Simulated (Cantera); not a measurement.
An isothermal, constant-pressure homogeneous reactor starts with NH3 : H2 = 1 : 0.61 (molar parts), at 1550 K and 0.0130 bar.

Detailed kinetics in Cantera: the gas-phase N/H chemistry of the illustrative SiF4/NH3 mechanism in the Surface Chemkin manual (1991). Walls and surfaces, which speed up NH3 decomposition in real reactors, are not modelled.

Question: Predict: x(NH3) at 50.0 s; x(H2) at 50.0 s; x(H) at 50.0 s; x(N) at 50.0 s; x(NH2) at 50.0 s; x(N2H4) at 50.0 s.

Answer: 
```
Quantity                                              Value
-----------------  ----------------------------------------
x(NH3) at 50.0 s      0.533 (gas-phase equilibrium 2.18e-7)
x(H2) at 50.0 s         0.440 (gas-phase equilibrium 0.808)
x(H) at 50.0 s     2.86e-5 (gas-phase equilibrium 0.000250)
x(N) at 50.0 s       1.62e-8 (gas-phase equilibrium <1e-12)
x(NH2) at 50.0 s   7.95e-5 (gas-phase equilibrium 1.55e-10)
x(N2H4) at 50.0 s    4.47e-9 (gas-phase equilibrium <1e-12)
```
